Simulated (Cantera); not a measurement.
Charge: 1 mol CsOH, 0.12 mol H₂, 0.019 mol H₂O, at 100000 Pa.

Method: chemical equilibrium by Gibbs-energy minimisation in Cantera with the NASA 1993 tables (ideal gas, pure condensed phases). Candidate condensed phases: Cs, CsOH, H₂O; 15 gas species. Kinetics and transport are ignored.

x: gas mole fraction; n: condensed amount in mol.

| T (°C) | x H₂ | x CsOH | x H₂O | x Cs₂(OH)₂ | x Cs | n CsOH(l) |
|---|---|---|---|---|---|---|
| 652 | 0.846 | 0.0137 | 0.134 | 0.00584 | [?] | 0.996 |
| 677 | 0.838 | 0.0212 | 0.133 | 0.00775 | [?] | 0.995 |
| 702 | 0.827 | 0.0320 | 0.131 | 0.0101 | [?] | 0.992 |
| 727 | 0.810 | 0.0474 | 0.129 | 0.0129 | [?] | 0.989 |
| 752 | 0.789 | 0.0686 | 0.126 | 0.0163 | [?] | 0.984 |
| 777 | 0.759 | 0.0974 | 0.122 | 0.0202 | [?] | 0.978 |
| 802 | 0.720 | 0.136 | 0.117 | 0.0248 | [?] | 0.969 |
| 827 | 0.668 | 0.186 | 0.111 | 0.0299 | [?] | 0.955 |
| 852 | 0.601 | 0.252 | 0.104 | 0.0358 | [?] | 0.934 |

### Question
What belongs in the gaps?

### Answer

- 652, x Cs: 5.26e-5
- 677, x Cs: 0.000111
- 702, x Cs: 0.000224
- 727, x Cs: 0.000436
- 752, x Cs: 0.000823
- 777, x Cs: 0.00151
- 802, x Cs: 0.00269
- 827, x Cs: 0.00467
- 852, x Cs: 0.00788
